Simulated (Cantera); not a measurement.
## Calcination and drying: CaCO3 + H2 + O2

Charge: 1 mol CaCO3, 0.25 mol H2, 2.2 mol O2, held at 9.00 bar.

These are equilibrium values from Cantera (NASA tables, ideal gas, pure condensed phases), not measurements of a reactor. Candidate condensed phases: C, C6H6, C7H8, C8H18, Ca, CaCO3, CaO, Ca(OH)2, H2O; 115 gas species. Mutual solubility and eutectic melting of coexisting phases are not modelled. Rates play no part.

From 898 K to 1198 K the condensed part is CaCO3(calcite) + CaO(s). From 1298 K to 1998 K the condensed part is CaO(s).

| T (K) | log p O2 | log p CO2 | log p H2O | log p OH | log p O | log p CO | log p HO2 | log p H2 | n CaCO3(calcite) | n CaO(s) |
|---|---|---|---|---|---|---|---|---|---|---|
| 898 | 0.90 | -2.28 | -0.01 | -7.01 | -10.85 | <-11 | -8.14 | <-11 | 0.999 | 0.00136 |
| 998 | 0.90 | -1.28 | -0.02 | -6.07 | -9.38 | <-11 | -7.37 | -10.55 | 0.986 | 0.0137 |
| 1098 | 0.89 | -0.47 | -0.03 | -5.31 | -8.18 | -9.81 | -6.75 | -9.38 | 0.909 | 0.0912 |
| 1198 | 0.82 | 0.20 | -0.10 | -4.71 | -7.21 | -7.99 | -6.31 | -8.42 | 0.505 | 0.495 |
| 1298 | 0.75 | 0.43 | -0.17 | -4.22 | -6.39 | -6.78 | -5.95 | -7.62 | 0 | 1.00 |
| 1398 | 0.75 | 0.43 | -0.17 | -3.75 | -5.66 | -5.97 | -5.56 | -6.90 | 0 | 1.00 |
| 1498 | 0.75 | 0.43 | -0.17 | -3.34 | -5.03 | -5.27 | -5.23 | -6.28 | 0 | 1.00 |
| 1598 | 0.75 | 0.43 | -0.17 | -2.99 | -4.47 | -4.65 | -4.94 | -5.73 | 0 | 1.00 |
| 1698 | 0.75 | 0.43 | -0.17 | -2.67 | -3.98 | -4.12 | -4.68 | -5.25 | 0 | 1.000 |
| 1798 | 0.75 | 0.43 | -0.17 | -2.40 | -3.55 | -3.64 | -4.45 | -4.82 | 0 | 1.000 |
| 1898 | 0.75 | 0.43 | -0.17 | -2.15 | -3.16 | -3.21 | -4.25 | -4.44 | 0 | 1.000 |
| 1998 | 0.75 | 0.43 | -0.17 | -1.92 | -2.81 | -2.83 | -4.07 | -4.09 | 0 | 1.000 |
log p: log10 of the partial pressure in bar; n: condensed amount in mol.
